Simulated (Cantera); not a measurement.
An isothermal, constant-pressure homogeneous reactor starts with 23.8 % CH4, 76.2 % CO2, at 1850 K and 0.132 atm.

Detailed kinetics in Cantera: GRI-Mech 3.0 (53 species, 325 reactions).

One state of this run: x CH4 = 0.00879; x CO2 = 0.344; x HO2 = 4.44e-11; x C2H = 2.83e-6; x C2H2 = 0.0701; x CH2O = 5.28e-5. x: mole fraction; the columns are a selection and need not sum to one.

Task: Which value of t (s) does it belong to?
A. 0.690
B. 0.0283
C. 0.00336
D. 0.00975

Result: B, 0.0283
